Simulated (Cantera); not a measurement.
Catalytic combustion on Pt

An isothermal plug-flow reactor at 700 K and 1.01 bar (inlet), inlet velocity 0.42 m/s, active area per volume 1600 1/m; feed H₂ : O₂ : N₂ = 0.012 : 0.055 : 0.79 (molar parts).

Model: Deutschmann's 1995 Pt surface mechanism with GRI-Mech 3.0 gas chemistry, integrated in Cantera. Catalytic surfaces can have several steady states; this one follows from the mechanism file's or the stated starting coverage. Mass transfer to the wall is taken as infinitely fast.

```csv
z (m),x H₂,x O₂,x H₂O,θ free Pt,θ O*,θ OH*
4.9e-05,0.00405,0.0595,0.0100,0.122,0.871,0.00695
0.0001,0.00229,0.0587,0.0118,0.0706,0.924,0.00567
0.00023,0.00106,0.0581,0.0130,0.0348,0.961,0.00417
0.00049,0.000479,0.0578,0.0136,0.0193,0.978,0.00317
0.001,0.000185,0.0577,0.0139,0.0129,0.984,0.00262
0.0023,3.12e-5,0.0576,0.0141,0.0103,0.987,0.00235
0.0049,1.30e-6,0.0576,0.0141,0.00986,0.988,0.00230
```
x: gas mole fraction; θ: surface coverage.
